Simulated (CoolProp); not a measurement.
Vapour-liquid equilibrium of octamethyltrisiloxane (MDM) (1) + octamethylcyclotetrasiloxane (D4) (2) at 0.066 MPa; x and y are mole fractions of (1).

Model: multi-fluid Helmholtz-energy mixture model, Thol 2017 and Thol 2015; pair parameters Bell 2016, in CoolProp.

```json
[
 {"x": "0.05", "bubble temperature, mixture model (°C)": "158.0", "bubble temperature, Raoult's law (°C)": "158.1", "y, mixture model": "0.090", "y, Raoult's law": "0.089"},
 {"x": "0.125", "bubble temperature, mixture model (°C)": "155.7", "bubble temperature, Raoult's law (°C)": "156.0", "y, mixture model": "0.210", "y, Raoult's law": "0.210"},
 {"x": "0.2", "bubble temperature, mixture model (°C)": "153.6", "bubble temperature, Raoult's law (°C)": "153.9", "y, mixture model": "0.315", "y, Raoult's law": "0.319"},
 {"x": "0.275", "bubble temperature, mixture model (°C)": "151.7", "bubble temperature, Raoult's law (°C)": "152.0", "y, mixture model": "0.409", "y, Raoult's law": "0.417"},
 {"x": "0.35", "bubble temperature, mixture model (°C)": "149.9", "bubble temperature, Raoult's law (°C)": "150.1", "y, mixture model": "0.495", "y, Raoult's law": "0.505"},
 {"x": "0.425", "bubble temperature, mixture model (°C)": "148.2", "bubble temperature, Raoult's law (°C)": "148.3", "y, mixture model": "0.572", "y, Raoult's law": "0.585"},
 {"x": "0.5", "bubble temperature, mixture model (°C)": "146.5", "bubble temperature, Raoult's law (°C)": "146.6", "y, mixture model": "0.644", "y, Raoult's law": "0.657"},
 {"x": "0.575", "bubble temperature, mixture model (°C)": "145.0", "bubble temperature, Raoult's law (°C)": "145.0", "y, mixture model": "0.710", "y, Raoult's law": "0.723"},
 {"x": "0.65", "bubble temperature, mixture model (°C)": "143.4", "bubble temperature, Raoult's law (°C)": "143.4", "y, mixture model": "0.771", "y, Raoult's law": "0.782"},
 {"x": "0.725", "bubble temperature, mixture model (°C)": "141.9", "bubble temperature, Raoult's law (°C)": "141.9", "y, mixture model": "0.828", "y, Raoult's law": "0.837"},
 {"x": "0.8", "bubble temperature, mixture model (°C)": "140.5", "bubble temperature, Raoult's law (°C)": "140.5", "y, mixture model": "0.880", "y, Raoult's law": "0.887"},
 {"x": "0.875", "bubble temperature, mixture model (°C)": "139.1", "bubble temperature, Raoult's law (°C)": "139.1", "y, mixture model": "0.929", "y, Raoult's law": "0.932"},
 {"x": "0.95", "bubble temperature, mixture model (°C)": "137.7", "bubble temperature, Raoult's law (°C)": "137.7", "y, mixture model": "0.973", "y, Raoult's law": "0.974"}
]
```

The largest gap from Raoult's law is -0.3 K in bubble temperature, at x = 0.2. No azeotrope shows between x = 0.05 and 0.95.

The pair parameters rest on a limited set of measurements; away from them the model extrapolates.
